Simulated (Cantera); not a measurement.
## Calcination and drying: Ca(OH)2 + C + H2 + H2O

Charge: 1 mol Ca(OH)2, 0.054 mol C, 4.4 mol H2, 0.063 mol H2O, equilibrated at 278 Torr.

Equilibrium computed with Cantera from the NASA thermochemical tables; the gas is ideal and each condensed phase is pure. Candidate condensed phases: C, C6H6, C7H8, C8H18, Ca, CaCO3, CaO, Ca(OH)2, H2O; 115 gas species. Kinetics and transport are ignored.

```tsv
T (K)	log p H2	log p H2O	log p CH4	log p CO	log p H	log p CO2	log p OH	n Ca(OH)2(s)	n CaO(s)
548	-0.44	-2.28	-2.34	-11.37	<-12	-11.42	<-12	1.00	0
698	-0.53	-1.14	-2.43	-5.58	<-12	-5.21	<-12	0	1.00
848	-0.53	-1.16	-2.73	-2.98	-10.98	-3.12	<-12	0	1.00
998	-0.52	-1.17	-4.36	-2.57	-8.93	-3.06	-12.24	0	1.00
1148	-0.52	-1.17	-5.86	-2.52	-7.41	-3.24	-10.28	0	1.00
1298	-0.52	-1.17	-7.02	-2.49	-6.23	-3.39	-8.77	0	1.00
1448	-0.52	-1.17	-7.95	-2.48	-5.30	-3.50	-7.57	0	1.00
1598	-0.52	-1.17	-8.71	-2.47	-4.54	-3.60	-6.59	0	1.000
1748	-0.52	-1.17	-9.34	-2.47	-3.90	-3.67	-5.78	0	1.000
1898	-0.53	-1.17	-9.86	-2.46	-3.37	-3.73	-5.10	0	1.000
2048	-0.53	-1.17	-10.31	-2.46	-2.91	-3.78	-4.52	0	1.000
```
log p: log10 of the partial pressure in bar; n: condensed amount in mol.

At 548 K the condensed part is Ca(OH)2(s). From 698 K to 2048 K the condensed part is CaO(s).
